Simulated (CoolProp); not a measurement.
Vapour-liquid equilibrium of n-hexane (1) + hexamethyldisiloxane (MM) (2) at 438.1 K; x and y are mole fractions of (1).

Computed with CoolProp (multi-fluid Helmholtz-energy mixture model, Thol 2019 and Thol 2016; pair parameters Bell 2016).

| x | bubble pressure (kPa) | y at the bubble point | dew pressure at overall composition x (kPa) | liquid density (mol/L) |
|---|---|---|---|---|
| 0.05 | 499.1 | 0.079 | 491.6 | 3.689 |
| 0.2 | 559.2 | 0.289 | 532.3 | 3.931 |
| 0.35 | 622.7 | 0.469 | 579.3 | 4.202 |
| 0.5 | 693.0 | 0.626 | 635.3 | 4.505 |
| 0.65 | 772.8 | 0.764 | 705.1 | 4.844 |
| 0.8 | 863.2 | 0.880 | 797.8 | 5.221 |
| 0.95 | 963.5 | 0.974 | 934.5 | 5.641 |

No azeotrope shows between x = 0.05 and 0.95.

The pair parameters rest on a limited set of measurements; away from them the model extrapolates.
